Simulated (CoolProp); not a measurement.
Model: reference Helmholtz-energy equation of state, Thol 2014, in CoolProp.

Task: For diethyl ether, give the phase and the density (kg/m³), cp (kJ/(kg K)), cv (kJ/(kg K)), Joule-Thomson coefficient (K/MPa) at 228.95 °C and 16.7 bar.

Result: 
- 228.95 °C and 16.7 bar: gas; density 34.1, cp 2.41, cv 2.18, Joule-Thomson coefficient 7.68
